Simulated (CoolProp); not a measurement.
Vapour-liquid equilibrium of n-hexane (1) + toluene (2) at 171.95 °C; x and y are mole fractions of (1).

The numbers come from the multi-fluid Helmholtz-energy mixture model, Thol 2019 and Lemmon 2006; pair parameters Bell 2016 in CoolProp.

Question: Give the bubble pressure and the first vapour's composition at x = 0.125, 0.2, 0.35. Is there an azeotrope?

Answer: x = 0.125: 0.5534 MPa, y = 0.276; x = 0.2: 0.6137 MPa, y = 0.388; x = 0.35: 0.7229 MPa, y = 0.553. No azeotrope shows between x = 0.05 and 0.95.

The pair parameters rest on a limited set of measurements; away from them the model extrapolates.
